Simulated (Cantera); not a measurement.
An isothermal, constant-pressure homogeneous reactor starts with C2H6 : N2 = 1 : 45 (molar parts), at 1648 K and 20.0 Torr.

Detailed kinetics in Cantera: GRI-Mech 3.0 (53 species, 325 reactions). GRI-Mech 3.0 stops at C3 and has no aromatics, soot or wall deposition, so with more carbon than oxygen in the feed, carbon stays in small species such as C2H2 where larger ones or solid carbon would form. Radical loss at walls, strong at low pressure, is not modelled.

**Question.** Predict: x(C2H6) at 10.0 s; x(H) at 10.0 s; x(CH4) at 10.0 s; x(CH3) at 10.0 s; x(CH2) at 10.0 s; x(C2H4) at 10.0 s; x(HCN) at 10.0 s.

**Answer.** 
- x(C2H6) at 10.0 s: 2.32e-9 (gas-phase equilibrium 1.11e-12)
- x(H) at 10.0 s: 0.000108 (gas-phase equilibrium 0.000112)
- x(CH4) at 10.0 s: 0.000160 (gas-phase equilibrium 2.83e-6)
- x(CH3) at 10.0 s: 8.42e-6 (gas-phase equilibrium 1.55e-7)
- x(CH2) at 10.0 s: 2.14e-8 (gas-phase equilibrium 4.09e-10)
- x(C2H4) at 10.0 s: 1.78e-6 (gas-phase equilibrium 3.24e-7)
- x(HCN) at 10.0 s: 2.33e-5 (gas-phase equilibrium 0.0337)
